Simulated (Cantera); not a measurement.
Feed: 1 mol ZrO2, 880 mol H2, 0.09 mol H2O, equilibrated at 1648.15 K and 31000 Pa.

These are equilibrium values from Cantera (NASA tables, ideal gas, pure condensed phases), not measurements of a reactor. Candidate condensed phases: H2O, Zr, ZrO2; 12 gas species. The numbers say what is thermodynamically allowed, not how fast it happens.

Base state: H2 1.000, H 0.000160, H2O 0.000102 (mole fractions); condensed: ZrO2(tetragonal).

What changes in the equilibrium state with this change: temperature from 1648.15 K to 2098.15 K?


```csv
species,before,after
H2,1.000,0.994
H,0.000160,0.00552
H2O,0.000102,0.000102
"ZrO2(tetragonal), mol",1.00,1.000
```
